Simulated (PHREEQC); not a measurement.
Model water analysis in mmol/kgw, 25 °C, pH 6.82:

| constituent | mmol/kgw |
|---|---|
| Na | 198 |
| K | 0.0298 |
| Ca | 0.041 |
| Mg | 7.02 |
| Cl | 169 |
| S(6) | 17.9 |
| Alkalinity (meq/kgw) | 0.027 |

Valence states are taken as typed.

Model: Pitzer model, pitzer.dat, run in PHREEQC.

No solid was allowed to form.

**Question.** Estimate the activity of water.

**Answer.** activity of water 0.994.

**Question.** In which forms is C present?

**Answer.** HCO3- 80 %, CO2 20 % of the C.
